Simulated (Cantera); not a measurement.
Feed: 1 mol MgSO₄, 2.3 mol H₂, held at 1602 °C and 1.00 bar.

Method: chemical equilibrium by Gibbs-energy minimisation in Cantera with the NASA 1993 tables (ideal gas, pure condensed phases). Equilibrium is a limit: real reactors are often held back by kinetics, nucleation or transport.

| species | before | after |
|---|---|---|
| H₂O | 0.626 | 0.599 |
| SO₂ | 0.172 | 0.178 |
| H₂ | 0.105 | 0.131 |
| H₂S | 0.0213 | 0.0143 |
| SO | 0.0121 | 0.0163 |
| S₂ | 0.0569 | 0.0537 |
| H | 0.000212 | 0.000425 |
| S | 0.000317 | 0.000553 |
| OH | 9.87e-5 | 0.000152 |
| S₂O | 0.00226 | 0.00165 |
| SH | 0.00411 | 0.00445 |
| MgO(s), mol | 1.000 | 1.000 |
Gas species are given as mole fractions.

Task: What was changed between the two runs?
(A) pressure from 1.00 bar to 1.33 mbar
(B) H₂ from 2.3 to 0.43 mol
(C) temperature from 1602 °C to 425 °C
(D) pressure from 1.00 bar to 0.310 bar

Result: D, pressure from 1.00 bar to 0.310 bar
